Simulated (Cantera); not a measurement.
Feed: 1 mol MgCO3, 0.14 mol SO2, 7.7 mol H2O, held at 1.90 bar.

Method: chemical equilibrium by Gibbs-energy minimisation in Cantera with the NASA 1993 tables (ideal gas, pure condensed phases). Candidate condensed phases: C, C6H6, C7H8, C8H18, H2O, H2SO4, Mg, MgCO3, MgO, Mg(OH)2, MgS, MgSO4, S; 130 gas species. Equilibrium is a limit: real reactors are often held back by kinetics, nucleation or transport.

Problem. Which condensed phases are stable at each of these points (T (K)): 625, 825, 1025, 1225, 1425, 1625, 1825?

Solution. 
```tsv
T (K)	condensed phases	Mg condensed (%)
625	MgCO3(s) + MgO(s) + MgSO4(s)	100.0
825	MgO(s) + MgSO4(s)	100.0
1025	MgO(s)	100.0
1225	MgO(s)	100.0
1425	MgO(s)	100.0
1625	MgO(s)	100.0
1825	MgO(s)	100.0
```

At 625 K the condensed part is MgCO3(s) + MgO(s) + MgSO4(s). At 825 K the condensed part is MgO(s) + MgSO4(s). From 1025 K to 1825 K the condensed part is MgO(s).
